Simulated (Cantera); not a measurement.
What does this Cantera script print?

```python
import numpy as np
import cantera as ct

gas_names = """
    AL ALH ALN ALO ALOH ALO2 ALO2H AL2 AL2O AL2O2 H HALO HNO HNO2 HNO3 HO2 H2 H2O H2O2 N NH NH2 NH3
    NH2OH NO NO2 NO3 N2 N2H2 N2H4 N2O O OH O2 O3
""".split()
cond_names = """
    AL(cr) AL(L) ALN(s) AL2O3(a) AL2O3(L) H2O(s) H2O(L)
""".split()


def load(file, names, dense=False):
    # The tables refer to 1 bar. Condensed volumes are neglected.
    table = {s.name: s for s in ct.Species.list_from_file(file)}
    out = []
    for n in names:
        d = dict(table[n].input_data)
        d["thermo"] = dict(d["thermo"], **{"reference-pressure": 1e5})
        if dense:
            d["equation-of-state"] = {"model": "constant-volume", "density": "1e6 g/cm^3"}
        out.append(ct.Species.from_dict(d))
    return out


gas = ct.Solution(thermo="ideal-gas", species=load("nasa_gas.yaml", gas_names))
cond = {s.name: ct.Solution(thermo="fixed-stoichiometry", species=[s], name=s.name)
        for s in load("nasa_condensed.yaml", cond_names, dense=True)}
atoms = {
    'AlN': {'AL': 1, 'N': 1},
    'H2O': {'H': 2, 'O': 1},
    'N2': {'N': 2},
}
top_T = {'ALN(s)': 2750}  # K; cautious upper limits of use, not melting points


def equilibrate(T, P, feed):
    n = {}
    for name, mol in feed.items():
        for a, k in atoms[name].items():
            n[a] = n.get(a, 0.0) + k * mol
    gas.TPX = T, P, n
    mass = sum(n.values()) * gas.mean_molecular_weight
    gas.equilibrate("TP")
    valid = [c for c in cond.values() if c.min_temp <= T <= top_T.get(c.name, c.max_temp)]
    mix = ct.Mixture([(gas, mass / gas.mean_molecular_weight)] + [(c, 0.0) for c in valid])
    mix.T, mix.P = T, P
    mix.equilibrate("TP", solver="vcs", rtol=1e-11, max_steps=5000)
    return mix


results = []
T = 1223.15  # K
P = 10000  # Pa
for m in [0.93, 1.4, 1.9, 2.4, 2.9, 3.5, 4, 4.5, 5]:
    feed = {'AlN': 1, 'H2O': m, 'N2': 60}  # mol
    mix = equilibrate(T, P, feed)
    results.append((T, P, feed, dict(zip(mix.species_names, mix.species_moles))))

top = {s: max(r[3][s] / sum(r[3][g] for g in gas_names) for r in results) for s in gas_names}
cols = sorted((s for s in top if top[s] > 1e-06), key=lambda s: -top[s])[:5]
seen = [c for c in cond_names if any(r[3].get(c, 0) > 1e-12 for r in results)]
print("log10 of partial pressures in bar; condensed amounts in mol")
print(f"{'n(H2O)':>10s}" + "".join(f"{s[:9]:>10s}" for s in cols + seen))
for T, P, feed, n in results:
    ng = sum(n[g] for g in gas_names)
    print(f"{feed['H2O']:10.4g}" + "".join(f"{np.log10(max(n[s] / ng * P / 1e5, 1e-99)):10.3f}" for s in cols)
          + "".join(f"{n.get(c, 0):10.4g}" for c in seen))
```

Result:

```
log10 of partial pressures in bar; condensed amounts in mol
    n(H2O)        N2       H2O        H2    ALN(s)  AL2O3(a)
      0.93    -1.007    -8.505    -2.819      0.38      0.31
       1.4    -1.010    -8.333    -2.645   0.06667    0.4667
       1.9    -1.013    -3.193    -2.619         0       0.5
       2.4    -1.017    -2.844    -2.623         0       0.5
       2.9    -1.020    -2.656    -2.626         0       0.5
       3.5    -1.024    -2.505    -2.630         0       0.5
         4    -1.028    -2.412    -2.633         0       0.5
       4.5    -1.031    -2.336    -2.637         0       0.5
         5    -1.034    -2.272    -2.640         0       0.5
```

Equilibrium computed with Cantera from the NASA thermochemical tables; the gas is ideal and each condensed phase is pure. Mutual solubility and eutectic melting of coexisting phases are not modelled.
